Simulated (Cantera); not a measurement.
A Cantera script and what it prints.

```python
import numpy as np
import cantera as ct

gas_names = """
    B BCL BCL2 BCL3 BH BH2 BH3 BO BOCL BO2 B2 B2O B2O2 B2O3 B3O3CL3 B3O3H3 CL CLO CL2 H HBO HBO2 HCL
    HOCL HO2 H2 H2O H2O2 H3B3O6 O OH O2 O3
""".split()
cond_names = """
    B(b) B(L) B2O3(L) B3O3H3(cr) H2O(s) H2O(L)
""".split()


# ... load() reads the species with a 1 bar reference pressure and builds the phases ...
atoms = {
    'B2O3': {'B': 2, 'O': 3},
    'HCl': {'H': 1, 'CL': 1},
    'H2': {'H': 2},
}
top_T = {}  # K; cautious upper limits of use, not melting points


# ... equilibrate(T, P, feed) seeds the gas with the atoms and calls Mixture.equilibrate('TP', solver="vcs", rtol=1e-11, max_steps=5000) ...
results = []
feed = {'B2O3': 1, 'HCl': 20, 'H2': 13}  # mol
for P in [1, 6.8, 46, 320, 2200, 15000, 100000]:
    for T in [973, 1048, 1123, 1198, 1273, 1348, 1423, 1498, 1573, 1648, 1723, 1798, 1873]:
        mix = equilibrate(T, P, feed)
        results.append((T, P, feed, dict(zip(mix.species_names, mix.species_moles))))

for T, P, feed, n in results:
    print(f"{T:7g} {P:10.4g}  " + (" + ".join(c for c in cond_names if n.get(c, 0) > 1e-12) or "gas only"))
```

Result:

```
    973          1  B2O3(L)
   1048          1  B2O3(L)
   1123          1  B2O3(L)
   1198          1  B2O3(L)
   1273          1  B2O3(L)
   1348          1  gas only
   1423          1  gas only
   1498          1  gas only
   1573          1  gas only
   1648          1  gas only
   1723          1  gas only
   1798          1  gas only
   1873          1  gas only
    973        6.8  B2O3(L)
   1048        6.8  B2O3(L)
   1123        6.8  B2O3(L)
   1198        6.8  B2O3(L)
   1273        6.8  B2O3(L)
   1348        6.8  B2O3(L)
   1423        6.8  gas only
   1498        6.8  gas only
   1573        6.8  gas only
   1648        6.8  gas only
   1723        6.8  gas only
   1798        6.8  gas only
   1873        6.8  gas only
    973         46  B2O3(L)
   1048         46  B2O3(L)
   1123         46  B2O3(L)
   1198         46  B2O3(L)
   1273         46  B2O3(L)
   1348         46  B2O3(L)
   1423         46  B2O3(L)
   1498         46  gas only
   1573         46  gas only
   1648         46  gas only
   1723         46  gas only
   1798         46  gas only
   1873         46  gas only
    973        320  B2O3(L)
   1048        320  B2O3(L)
   1123        320  B2O3(L)
   1198        320  B2O3(L)
   1273        320  B2O3(L)
   1348        320  B2O3(L)
   1423        320  B2O3(L)
   1498        320  B2O3(L)
   1573        320  gas only
   1648        320  gas only
   1723        320  gas only
   1798        320  gas only
   1873        320  gas only
    973       2200  B2O3(L)
   1048       2200  B2O3(L)
   1123       2200  B2O3(L)
   1198       2200  B2O3(L)
   1273       2200  B2O3(L)
   1348       2200  B2O3(L)
   1423       2200  B2O3(L)
   1498       2200  B2O3(L)
   1573       2200  B2O3(L)
   1648       2200  gas only
   1723       2200  gas only
   1798       2200  gas only
   1873       2200  gas only
    973    1.5e+04  B2O3(L)
   1048    1.5e+04  B2O3(L)
   1123    1.5e+04  B2O3(L)
   1198    1.5e+04  B2O3(L)
   1273    1.5e+04  B2O3(L)
   1348    1.5e+04  B2O3(L)
   1423    1.5e+04  B2O3(L)
   1498    1.5e+04  B2O3(L)
   1573    1.5e+04  B2O3(L)
   1648    1.5e+04  B2O3(L)
   1723    1.5e+04  B2O3(L)
   1798    1.5e+04  gas only
   1873    1.5e+04  gas only
    973      1e+05  B2O3(L)
   1048      1e+05  B2O3(L)
   1123      1e+05  B2O3(L)
   1198      1e+05  B2O3(L)
   1273      1e+05  B2O3(L)
   1348      1e+05  B2O3(L)
   1423      1e+05  B2O3(L)
   1498      1e+05  B2O3(L)
   1573      1e+05  B2O3(L)
   1648      1e+05  B2O3(L)
   1723      1e+05  B2O3(L)
   1798      1e+05  B2O3(L)
   1873      1e+05  gas only
```

These are equilibrium values from Cantera (NASA tables, ideal gas, pure condensed phases), not measurements of a reactor. The tables' values for BCl2 are old estimates.
